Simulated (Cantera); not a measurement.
A Cantera script and what it prints.

```python
import numpy as np
import cantera as ct

gas_names = """
    AL ALCL ALCL2 ALCL3 ALO ALOCL ALO2 AL2 AL2CL6 AL2O AL2O2 CL CLO CL2 O O2 O3
""".split()
cond_names = """
    AL(cr) AL(L) ALCL3(s) ALCL3(L) AL2O3(a) AL2O3(L)
""".split()


def load(file, names, dense=False):
    # The tables refer to 1 bar. Condensed volumes are neglected.
    table = {s.name: s for s in ct.Species.list_from_file(file)}
    out = []
    for n in names:
        d = dict(table[n].input_data)
        d["thermo"] = dict(d["thermo"], **{"reference-pressure": 1e5})
        if dense:
            d["equation-of-state"] = {"model": "constant-volume", "density": "1e6 g/cm^3"}
        out.append(ct.Species.from_dict(d))
    return out


gas = ct.Solution(thermo="ideal-gas", species=load("nasa_gas.yaml", gas_names))
cond = {s.name: ct.Solution(thermo="fixed-stoichiometry", species=[s], name=s.name)
        for s in load("nasa_condensed.yaml", cond_names, dense=True)}
atoms = {
    'Al2O3': {'AL': 2, 'O': 3},
    'Cl2': {'CL': 2},
    'O2': {'O': 2},
}
top_T = {}  # K; cautious upper limits of use, not melting points


def equilibrate(T, P, feed):
    n = {}
    for name, mol in feed.items():
        for a, k in atoms[name].items():
            n[a] = n.get(a, 0.0) + k * mol
    gas.TPX = T, P, n
    mass = sum(n.values()) * gas.mean_molecular_weight
    gas.equilibrate("TP")
    valid = [c for c in cond.values() if c.min_temp <= T <= top_T.get(c.name, c.max_temp)]
    mix = ct.Mixture([(gas, mass / gas.mean_molecular_weight)] + [(c, 0.0) for c in valid])
    mix.T, mix.P = T, P
    mix.equilibrate("TP", solver="vcs", rtol=1e-11, max_steps=5000)
    return mix


results = []
feed = {'Al2O3': 1, 'Cl2': 0.014, 'O2': 0.02}  # mol
T = 875  # K
P = 27000  # Pa
mix = equilibrate(T, P, feed)
results.append((T, P, feed, dict(zip(mix.species_names, mix.species_moles))))
print(gas.report(threshold=0.0001))
for i in range(1, mix.n_phases):
    print(f"{mix.phase(i).name:16s} {mix.phase_moles(i):12.5e} mol")
```

Result:

```
       temperature   875 K
          pressure   27000 Pa
           density   0.1782 kg/m^3
  mean mol. weight   48.015 kg/kmol
   phase of matter   gas

                          1 kg             1 kmol
                     ---------------   ---------------
          enthalpy        4.0461e+05        1.9427e+07  J
   internal energy        2.5309e+05        1.2152e+07  J
           entropy            5516.7        2.6489e+05  J/K
    Gibbs function       -4.4225e+06       -2.1235e+08  J
 heat capacity c_p            738.84             35476  J/K
 heat capacity c_v            565.68             27161  J/K

                      mass frac. Y      mole frac. X     chem. pot. / RT
                     ---------------   ---------------   ---------------
               CL2           0.60796           0.41172            -30.81
                O2             0.392           0.58822           -28.054
     [  +15 minor]        4.4215e-05        5.8952e-05

AL(cr)            0.00000e+00 mol
ALCL3(L)          0.00000e+00 mol
AL2O3(a)          1.00000e+00 mol
```

Cantera equilibrium calculation (NASA polynomials, part measured and part estimated; ideal gas, pure solids and liquids). Condensed phases not in the tables: AlOCl.
